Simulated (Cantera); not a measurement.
Feed: 1 mol CH₃SiH₃, 1.3 mol C₂H₂, 140 mol H₂, held at 900 K and 10.0 mbar.

Cantera equilibrium calculation (NASA polynomials, part measured and part estimated; ideal gas, pure solids and liquids). Candidate condensed phases: C, C₆H₆, C₇H₈, C₈H₁₈, Si, SiC; 87 gas species. The feed counts by its element totals alone. Kinetics and transport are ignored.

Base state: H₂ 0.997, CH₄ 0.00310 (mole fractions); condensed: C(graphite) + SiC(s).

Q: What changes in the equilibrium state with this change: C₂H₂ from 1.3 to 0.11 mol?

A: 
```csv
species,before,after
H₂,0.997,0.998
CH₄,0.00310,0.00154
"C(graphite), mol",2.15,0
"SiC(s), mol",1.00,1.00
```

Q: What changes in the equilibrium state with this change: C₂H₂ from 1.3 to 0.026 mol?

A: 
```tsv
species	before	after
H₂	0.997	1.000
CH₄	0.00310	0.000364
C(graphite), mol	2.15	0
SiC(s), mol	1.00	1.00
```
